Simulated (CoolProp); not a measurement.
50 sccm (0 °C, 1 atm) of nitrogen bubbles through liquid octamethylcyclotetrasiloxane (D4) at 330.1 K and leaves saturated at a total pressure of 0.0185 MPa (ideal gas phase). Each further row changes one setting.

Values from CoolProp's reference Helmholtz-energy equation of state, Thol 2015.

```csv
case,vapour pressure (kPa),mole fraction of vapour,delivery (mg/min),delivery (sccm),change of delivery for a bath 1 K warmer (%)
as stated,1.08,___,41.1,3.10,6.2
bath temperature 335.1 K,1.43,0.0773,___,4.19,___
total pressure 0.037 MPa,1.08,0.0292,19.9,1.51,6.0
```

Q: Fill in the missing entries.

A: 
- as stated, mole fraction of vapour: 0.0585
- bath temperature 335.1 K, delivery (mg/min): 55.4
- bath temperature 335.1 K, change of delivery for a bath 1 K warmer (%): 6.1
